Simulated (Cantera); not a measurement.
Cantera run:

```python
import numpy as np
import cantera as ct

gas_names = """
    AL ALH ALN ALO ALOH ALO2 ALO2H AL2 AL2O AL2O2 H HALO HNO HNO2 HNO3 HO2 H2 H2O H2O2 N NH NH2 NH3
    NH2OH NO NO2 NO3 N2 N2H2 N2H4 N2O O OH O2 O3
""".split()
cond_names = """
    AL(cr) AL(L) ALN(s) AL2O3(a) AL2O3(L) H2O(s) H2O(L)
""".split()


# ... load() reads the species with a 1 bar reference pressure and builds the phases ...
atoms = {
    'AlN': {'AL': 1, 'N': 1},
    'O2': {'O': 2},
    'H2': {'H': 2},
}
top_T = {'ALN(s)': 2750}  # K; cautious upper limits of use, not melting points


# ... equilibrate(T, P, feed) seeds the gas with the atoms and calls Mixture.equilibrate('TP', solver="vcs", rtol=1e-11, max_steps=5000) ...
results = []
T = 1500  # K
P = 19  # Pa
for m in [0.6, 0.81, 1.1, 1.5, 2, 2.6, 3.5, 4.8, 6.4, 8.6, 12, 16]:
    feed = {'AlN': 1, 'O2': m, 'H2': 24}  # mol
    mix = equilibrate(T, P, feed)
    results.append((T, P, feed, dict(zip(mix.species_names, mix.species_moles))))

top = {s: max(r[3][s] / sum(r[3][g] for g in gas_names) for r in results) for s in gas_names}
cols = sorted((s for s in top if top[s] > 1e-05), key=lambda s: -top[s])[:5]
seen = [c for c in cond_names if any(r[3].get(c, 0) > 1e-12 for r in results)]
print("log10 of partial pressures in bar; condensed amounts in mol")
print(f"{'n(O2)':>10s}" + "".join(f"{s[:9]:>10s}" for s in cols + seen))
for T, P, feed, n in results:
    ng = sum(n[g] for g in gas_names)
    print(f"{feed['O2']:10.4g}" + "".join(f"{np.log10(max(n[s] / ng * P / 1e5, 1e-99)):10.3f}" for s in cols)
          + "".join(f"{n.get(c, 0):10.4g}" for c in seen))
```

Result:

```
log10 of partial pressures in bar; condensed amounts in mol
     n(O2)        H2       H2O        O2        N2        OH    ALN(s)  AL2O3(a)
       0.6    -3.729   -10.173   -24.334    -5.504   -14.607    0.1949    0.3998
      0.81    -3.733    -6.032   -16.043    -5.412   -10.464         0       0.5
       1.1    -3.744    -5.266   -14.490    -5.412    -9.693         0       0.5
       1.5    -3.759    -4.935   -13.798    -5.412    -9.354         0       0.5
         2    -3.779    -4.713   -13.315    -5.412    -9.122         0       0.5
       2.6    -3.803    -4.542   -12.924    -5.412    -8.939         0       0.5
       3.5    -3.844    -4.370   -12.499    -5.412    -8.747         0       0.5
       4.8    -3.910    -4.202   -12.031    -5.412    -8.546         0       0.5
       6.4    -4.007    -4.058   -11.547    -5.412    -8.353         0       0.5
       8.6    -4.192    -3.915   -10.892    -5.412    -8.117         0       0.5
        12    -4.935    -3.758    -9.093    -5.412    -7.590         0       0.5
        16    -7.181    -3.785    -4.654    -5.467    -6.493         0       0.5
```

Cantera equilibrium calculation (NASA polynomials, part measured and part estimated; ideal gas, pure solids and liquids). Mutual solubility and eutectic melting of coexisting phases are not modelled.
